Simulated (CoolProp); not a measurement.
Properties of water along the isotherm 469.4 K.

Model: reference Helmholtz-energy equation of state, Wagner 2002, in CoolProp.

```
p (kPa)   phase  Joule-Thomson coefficient (K/MPa)  expansivity (1/kK)  fugacity coefficient
-------  ------  ---------------------------------  ------------------  --------------------
34.9        gas                              24.20               2.147                0.9982
54.3        gas                              24.24               2.156                0.9971
84.6        gas                              24.29               2.170                0.9955
132         gas                              24.37               2.194                0.9930
205         gas                              24.48               2.231                0.9891
319         gas                              24.63               2.293                0.9831
497         gas                              24.81                 [?]                0.9735
774         gas                                [?]               2.589                   [?]
1210        gas                              25.26                 [?]                0.9342
1880     liquid                                [?]               1.344                0.7057
2920     liquid                           -0.09581                 [?]                   [?]
4550     liquid                           -0.09724                 [?]                0.2957
7090     liquid                           -0.09938               1.308                0.1924
11000    liquid                            -0.1025               1.283                0.1266
```

**Question.** Fill in the missing entries.

**Answer.** 
- 497, expansivity (1/kK): 2.399
- 774, Joule-Thomson coefficient (K/MPa): 25.01
- 774, fugacity coefficient: 0.9584
- 1210, expansivity (1/kK): 2.988
- 1880, Joule-Thomson coefficient (K/MPa): -0.09489
- 2920, expansivity (1/kK): 1.337
- 2920, fugacity coefficient: 0.4569
- 4550, expansivity (1/kK): 1.325
